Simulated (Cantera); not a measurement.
## Thermodynamics of iron carbonyl, mercury and lead vapours, feed Fe(CO)5 + H2 + N2

Charge: 1 mol Fe(CO)5, 0.45 mol H2, 19 mol N2, at 977 °C.

Method: chemical equilibrium by Gibbs-energy minimisation in Cantera with the NASA 1993 tables (ideal gas, pure condensed phases). Candidate condensed phases: C, C6H6, C7H8, C8H18, Fe, Fe(CO)5, FeO, Fe(OH)2, Fe(OH)3, Fe2O3, Fe3O4, H2O; 140 gas species. Condensed phases not in the tables: cementite and carbon dissolved in iron. The numbers say what is thermodynamically allowed, not how fast it happens.

```csv
P (Pa),x N2,x CO,x H2,x CO2,x H2O,n Fe(γ),n C(graphite)
10,0.777,0.204,0.0184,7.34e-7,1.03e-7,1.000,0
68,0.777,0.204,0.0184,1.91e-6,2.69e-7,1.000,0
460,0.777,0.204,0.0184,4.98e-6,7.01e-7,1.000,0
3200,0.777,0.204,0.0184,1.32e-5,1.86e-6,1.00,0
22000,0.777,0.204,0.0184,8.84e-5,1.24e-5,1.00,0.00207
150000,0.778,0.203,0.0183,0.000597,8.41e-5,1.00,0.0161
1000000,0.780,0.197,0.0179,0.00375,0.000531,1.00,0.103
```
x: gas mole fraction; n: condensed amount in mol.

From 10.0 Pa to 32.0 mbar the condensed part is Fe(γ). From 0.220 bar to 10.0 bar the condensed part is C(graphite) + Fe(γ).
